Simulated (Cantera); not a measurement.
What does this Cantera script print?

```python
import numpy as np
import cantera as ct

gas_names = [...]  # 110 gases of nasa_gas.yaml made of C, F, H
cond_names = """
    C(gr) C6H6(L) C7H8(L) C8H18(L),n-octa
""".split()


# ... load() reads the species with a 1 bar reference pressure and builds the phases ...
atoms = {
    'C2F6': {'C': 2, 'F': 6},
    'H2': {'H': 2},
}
top_T = {'C(gr)': 4500}  # K; cautious upper limits of use, not melting points


# ... equilibrate(T, P, feed) seeds the gas with the atoms and calls Mixture.equilibrate('TP', solver="vcs", rtol=1e-11, max_steps=5000) ...
results = []
feed = {'C2F6': 1, 'H2': 1}  # mol
P = 133.322  # Pa
for T in [2000, 2500, 3000, 3500, 4000, 4500, 5000]:
    mix = equilibrate(T, P, feed)
    results.append((T, P, feed, dict(zip(mix.species_names, mix.species_moles))))

top = {s: max(r[3][s] / sum(r[3][g] for g in gas_names) for r in results) for s in gas_names}
cols = sorted((s for s in top if top[s] > 1e-05), key=lambda s: -top[s])[:8]
seen = [c for c in cond_names if any(r[3].get(c, 0) > 1e-12 for r in results)]
print("log10 of partial pressures in bar; condensed amounts in mol")
print(f"{'T/K':>10s}" + "".join(f"{s[:9]:>10s}" for s in cols + seen))
for T, P, feed, n in results:
    ng = sum(n[g] for g in gas_names)
    print(f"{T:10.4g}" + "".join(f"{np.log10(max(n[s] / ng * P / 1e5, 1e-99)):10.3f}" for s in cols)
          + "".join(f"{n.get(c, 0):10.4g}" for c in seen))
```

Result:

```
log10 of partial pressures in bar; condensed amounts in mol
       T/K         F        HF         H         C       CF4       CF2        C3        CF     C(gr)
      2000    -3.847    -3.121    -8.237   -10.517    -3.601    -3.753   -10.557    -6.181    0.8557
      2500    -3.112    -3.332    -6.099    -6.779    -7.288    -4.168    -6.304    -4.598     1.593
      3000    -3.118    -3.501    -4.195    -4.483   -11.922    -5.642    -4.069    -4.243         0
      3500    -3.097    -4.383    -3.614    -3.683   -15.971    -7.492    -5.001    -4.809         0
      4000    -3.097    -5.464    -3.577    -3.581   -19.565    -9.412    -7.200    -5.751         0
      4500    -3.097    -6.333    -3.575    -3.575   -22.432   -10.980    -9.132    -6.561         0
      5000    -3.097    -7.032    -3.574    -3.576   -24.731   -12.243   -10.694    -7.217         0
```

Cantera equilibrium calculation (NASA polynomials, part measured and part estimated; ideal gas, pure solids and liquids). The feed counts by its element totals alone. Gases not in the tables: C2F6 and larger saturated fluorocarbons.
